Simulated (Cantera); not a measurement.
What does this Cantera script print?

```python
import numpy as np
import cantera as ct

gas_names = [...]  # 77 gases of nasa_gas.yaml made of C, H, Ti
cond_names = """
    C(gr) C6H6(L) C7H8(L) C8H18(L),n-octa Ti(a) Ti(b) Ti(L) TiC(s) TiC(L)
""".split()


# ... load() reads the species with a 1 bar reference pressure and builds the phases ...
atoms = {
    'Ti': {'Ti': 1},
    'CH4': {'C': 1, 'H': 4},
}
top_T = {'C(gr)': 4500}  # K; cautious upper limits of use, not melting points


# ... equilibrate(T, P, feed) seeds the gas with the atoms and calls Mixture.equilibrate('TP', solver="vcs", rtol=1e-11, max_steps=5000) ...
results = []
feed = {'Ti': 1, 'CH4': 2.6}  # mol
P = 1333.22  # Pa
for T in [1323, 1423, 1523, 1623, 1723, 1823, 1923, 2023, 2123, 2223]:
    mix = equilibrate(T, P, feed)
    results.append((T, P, feed, dict(zip(mix.species_names, mix.species_moles))))

top = {s: max(r[3][s] / sum(r[3][g] for g in gas_names) for r in results) for s in gas_names}
cols = sorted((s for s in top if top[s] > 0.0001), key=lambda s: -top[s])[:7]
seen = [c for c in cond_names if any(r[3].get(c, 0) > 1e-12 for r in results)]
print("log10 of partial pressures in bar; condensed amounts in mol")
print(f"{'T/K':>10s}" + "".join(f"{s[:9]:>10s}" for s in cols + seen))
for T, P, feed, n in results:
    ng = sum(n[g] for g in gas_names)
    print(f"{T:10.4g}" + "".join(f"{np.log10(max(n[s] / ng * P / 1e5, 1e-99)):10.3f}" for s in cols)
          + "".join(f"{n.get(c, 0):10.4g}" for c in seen))
```

It prints:

```
log10 of partial pressures in bar; condensed amounts in mol
       T/K        H2         H C2H2,acet     C(gr)    TiC(s)
      1323    -1.875    -6.737    -7.959       1.6         1
      1423    -1.875    -6.115    -7.339       1.6         1
      1523    -1.875    -5.574    -6.803       1.6         1
      1623    -1.875    -5.098    -6.333       1.6         1
      1723    -1.876    -4.677    -5.919     1.599         1
      1823    -1.877    -4.302    -5.552     1.598         1
      1923    -1.879    -3.965    -5.224     1.595         1
      2023    -1.883    -3.663    -4.932     1.591         1
      2123    -1.889    -3.390    -4.670     1.583         1
      2223    -1.900    -3.144    -4.438     1.571         1
```

Cantera equilibrium calculation (NASA polynomials, part measured and part estimated; ideal gas, pure solids and liquids). TiC: taken at fixed stoichiometry.
